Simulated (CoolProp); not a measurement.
A Linde-Hampson liquefier for normal hydrogen: isothermal reversible compression at 250 K from 1 atm to 25 MPa, throttling to 1 atm, return gas leaving the recuperator 10 K below the feed. Each further row changes one setting.

Computed with CoolProp (reference Helmholtz-energy equation of state, Leachman 2009).

```
case                        compression work (kJ/kg of gas)
--------------------------  -------------------------------
as stated                                              5850
high pressure 50 MPa                                   6760
warm-end temperature 280 K                             6540
warm-end gap 15 K                                      5850
```
